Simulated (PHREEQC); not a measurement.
**Brine**

A solution holds 0.76 mol/kgw LiCl, 0.28 mol/kgw MnCl2 and 0.12 mol/kgw MgCl2, at 25 °C. Closed to the air; pH follows from the charge balance.

All values are PHREEQC results (acid-base model without metal-ligand complexes, phreeqc.dat), not measurements.

| Quantity | Value |
|---|---|
| pH | 5.90 |
| ionic strength | 1.96 mol/kgw |
| activity of water | 0.954 |

```csv
species,molality,activity,log γ
Cl-,1.56,0.910,-0.234
Li+,0.760,0.491,-0.190
Mn+2,0.280,0.0487,-0.760
Mg+2,0.120,0.0459,-0.417
H+,1.75e-6,1.27e-6,-0.139
MnOH+,1.55e-6,9.39e-7,-0.216
MgOH+,1.89e-7,1.25e-7,-0.179
OH-,1.43e-8,7.60e-9,-0.274
```

Precipitation was switched off in this run. The ionic strength is past about 0.7 mol/kgw, beyond the range of this activity model, so the values are rough. Complexes and solids missing from the database can't appear.
